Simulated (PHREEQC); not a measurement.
## Spent oxide etchant (model solution)

Dissolve 0.083 mol HF, 0.0031 mol (NH4)2SiF6 and 0.0003 mol H2SO4 per kg of water at 25 °C. Closed to the air; pH follows from the charge balance.

Equilibrium calculation in PHREEQC: ion-association model, phreeqc.dat.

Each row changes one thing in this solution. No solid was allowed to form.

```tsv
case	pH	ionic strength (mol/kgw)	HF (mol/kgw)	F- (mol/kgw)	HF2- (mol/kgw)	SO4-2 (mol/kgw)	SI of Quartz (SiO2)
as made	2.09	0.0187	0.0724	0.00680	0.00189	0.000189	-7.22
temperature from 25 to 75 °C	2.28	0.0154	0.0761	0.00415	0.00137	0.000132	___
(NH4)2SiF6 from 0.0031 to 0.00155 mol/kgw	2.09	0.0139	0.0726	0.00670	0.00187	0.000189	-7.50
temperature from 25 to 55 °C	___	0.0166	0.0746	0.00507	0.00166	0.000157	-5.34
(NH4)2SiF6 from 0.0031 to 0.00465 mol/kgw	2.09	0.0234	0.0723	0.00688	0.00191	0.000189	-7.07
(NH4)2SiF6 from 0.0031 to 0.0062 mol/kgw	2.08	0.0282	0.0722	0.00695	0.00193	0.000189	-6.96
diluted 2-fold with water	2.27	0.0106	0.0352	0.00492	0.000666	0.000107	-5.97
HF replaced by NH4F at the same molality	5.27	0.0924	0.000500	0.0823	0.000157	0.000211	-0.86
temperature from 25 to 65 °C	2.23	0.0160	0.0754	0.00459	0.00152	0.000144	-4.72
```

Task: Complete the blanks.

Result: 
- temperature from 25 to 75 °C, SI of Quartz (SiO2): -4.10
- temperature from 25 to 55 °C, pH: 2.19

At this temperature some constants are extrapolated from 25 °C, and those without enthalpy data are left unchanged. SiF6-2 is the database's only silicon fluoride.
